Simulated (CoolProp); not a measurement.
Model: reference Helmholtz-energy equation of state, Wu 2012, in CoolProp.

Problem. For fluoroethane (R161), give the phase and the Joule-Thomson coefficient (K/MPa) at 319.5 K and 0.101 MPa; 341.3 K and 0.101 MPa.

Solution. 
- 319.5 K and 0.101 MPa: gas; Joule-Thomson coefficient 17.2
- 341.3 K and 0.101 MPa: gas; Joule-Thomson coefficient 13.9
